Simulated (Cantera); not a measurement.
A closed system holds: 1 mol MgSO4, 6.3 mol CO2, 3.9 mol H2, at 3.50 bar.

These are equilibrium values from Cantera (NASA tables, ideal gas, pure condensed phases), not measurements of a reactor. Candidate condensed phases: C, C6H6, C7H8, C8H18, H2O, H2SO4, Mg, MgCO3, MgO, Mg(OH)2, MgS, MgSO4, S; 130 gas species. Gases not in the tables: S3 to S7. The numbers say what is thermodynamically allowed, not how fast it happens.

x: gas mole fraction; n: condensed amount in mol.

| T (K) | x CO2 | x H2O | x CO | x H2S | x SO2 | x H2 | x S2 | n MgO(s) |
|---|---|---|---|---|---|---|---|---|
| 725 | 0.614 | 0.290 | 4.09e-5 | 0.0909 | 0.00199 | 0.000145 | 0.00176 | 1.00 |
| 825 | 0.613 | 0.291 | 0.000392 | 0.0885 | 0.00167 | 0.000666 | 0.00283 | 1.00 |
| 925 | 0.609 | 0.294 | 0.00215 | 0.0842 | 0.00170 | 0.00209 | 0.00435 | 1.00 |
| 1025 | 0.601 | 0.297 | 0.00728 | 0.0766 | 0.00243 | 0.00468 | 0.00705 | 1.00 |
| 1125 | 0.586 | 0.303 | 0.0174 | 0.0655 | 0.00421 | 0.00817 | 0.0110 | 1.00 |
| 1225 | 0.566 | 0.309 | 0.0327 | 0.0523 | 0.00763 | 0.0122 | 0.0153 | 1.00 |
| 1325 | 0.541 | 0.314 | [?] | [?] | [?] | [?] | 0.0185 | 1.00 |
| 1425 | 0.513 | 0.317 | 0.0754 | 0.0285 | 0.0214 | 0.0205 | 0.0195 | 1.00 |
| 1525 | 0.483 | 0.318 | 0.100 | 0.0200 | 0.0314 | 0.0245 | 0.0184 | 1.000 |
| 1625 | 0.453 | 0.317 | [?] | [?] | [?] | [?] | [?] | 1.000 |
| 1725 | 0.425 | 0.315 | 0.149 | 0.00903 | 0.0537 | 0.0316 | 0.0118 | 1.000 |

Question: Some entries are withheld; supply them.

Answer: 
- 1325, x CO: 0.0525
- 1325, x H2S: 0.0394
- 1325, x SO2: 0.0133
- 1325, x H2: 0.0163
- 1625, x CO: 0.125
- 1625, x H2S: 0.0137
- 1625, x SO2: 0.0426
- 1625, x H2: 0.0282
- 1625, x S2: 0.0155
